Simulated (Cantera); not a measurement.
Feed: 1 mol Si2H6, 0.89 mol Cl2, 3.8 mol H2, equilibrated at 33000 Pa.

Equilibrium computed with Cantera from the NASA thermochemical tables; the gas is ideal and each condensed phase is pure. Candidate condensed phases: Si; 19 gas species. The feed counts by its element totals alone. The tables' values for SiCl3, SiCl are old estimates; treat these amounts as uncertain. Gases not in the tables: Si2H6 and higher silanes. Rates play no part.

x: gas mole fraction; n: condensed amount in mol.

```json
[
 {"T (K)": "1023", "x H2": "0.921", "x HCl": "0.0148", "x SiCl2": "0.000421", "x SiCl4": "0.0404", "x SiHCl3": "0.0213", "x SiCl3": "0.000897", "x SiH2Cl2": "0.00124", "n Si(s)": "1.54", "n Si(l)": "0"},
 {"T (K)": "1123", "x H2": "0.909", "x HCl": "(withheld)", "x SiCl2": "(withheld)", "x SiCl4": "(withheld)", "x SiHCl3": "(withheld)", "x SiCl3": "0.00245", "x SiH2Cl2": "0.00121", "n Si(s)": "1.56", "n Si(l)": "0"},
 {"T (K)": "1223", "x H2": "0.892", "x HCl": "0.0513", "x SiCl2": "0.00718", "x SiCl4": "0.0284", "x SiHCl3": "0.0152", "x SiCl3": "0.00506", "x SiH2Cl2": "0.00109", "n Si(s)": "1.58", "n Si(l)": "0"},
 {"T (K)": "1323", "x H2": "0.869", "x HCl": "(withheld)", "x SiCl2": "(withheld)", "x SiCl4": "(withheld)", "x SiHCl3": "(withheld)", "x SiCl3": "0.00767", "x SiH2Cl2": "(withheld)", "n Si(s)": "1.59", "n Si(l)": "0"},
 {"T (K)": "1423", "x H2": "0.849", "x HCl": "0.0958", "x SiCl2": "0.0325", "x SiCl4": "0.00811", "x SiHCl3": "0.00558", "x SiCl3": "0.00817", "x SiH2Cl2": "0.000586", "n Si(s)": "1.58", "n Si(l)": "0"},
 {"T (K)": "1523", "x H2": "0.837", "x HCl": "0.107", "x SiCl2": "0.0444", "x SiCl4": "0.00275", "x SiHCl3": "0.00243", "x SiCl3": "0.00639", "x SiH2Cl2": "0.000344", "n Si(s)": "1.57", "n Si(l)": "0"},
 {"T (K)": "1623", "x H2": "0.832", "x HCl": "0.110", "x SiCl2": "0.0512", "x SiCl4": "0.000835", "x SiHCl3": "0.000975", "x SiCl3": "0.00428", "x SiH2Cl2": "0.000192", "n Si(s)": "1.56", "n Si(l)": "0"},
 {"T (K)": "1723", "x H2": "0.829", "x HCl": "0.114", "x SiCl2": "0.0538", "x SiCl4": "0.000268", "x SiHCl3": "0.000403", "x SiCl3": "0.00277", "x SiH2Cl2": "0.000107", "n Si(s)": "0", "n Si(l)": "1.56"}
]
```

Task: Complete the blanks.

Result: 
- 1123, x HCl: 0.0298
- 1123, x SiCl2: 0.00206
- 1123, x SiCl4: 0.0361
- 1123, x SiHCl3: 0.0189
- 1323, x HCl: 0.0757
- 1323, x SiCl2: 0.0180
- 1323, x SiCl4: 0.0178
- 1323, x SiHCl3: 0.0104
- 1323, x SiH2Cl2: 0.000868
